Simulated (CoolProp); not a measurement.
50 sccm (0 °C, 1 atm) of nitrogen bubbles through liquid dimethyl carbonate at 336 K and leaves saturated at a total pressure of 0.15 MPa (ideal gas phase). Each further row changes one setting.

Model: reference Helmholtz-energy equation of state, Zhou 2011, in CoolProp.

| case | vapour pressure (kPa) | mole fraction of vapour | delivery (mg/min) | delivery (sccm) | change of delivery for a bath 1 K warmer (%) |
|---|---|---|---|---|---|
| as stated | 39.0 | 0.260 | [?] | 17.6 | 5.3 |
| bath temperature 341 K | 47.1 | 0.314 | 92.1 | 22.9 | [?] |
| total pressure 0.3 MPa | 39.0 | [?] | 30.1 | 7.48 | [?] |

### Question
Some entries are withheld; supply them.

### Answer

- as stated, delivery (mg/min): 70.7
- bath temperature 341 K, change of delivery for a bath 1 K warmer (%): 5.6
- total pressure 0.3 MPa, mole fraction of vapour: 0.130
- total pressure 0.3 MPa, change of delivery for a bath 1 K warmer (%): 4.5
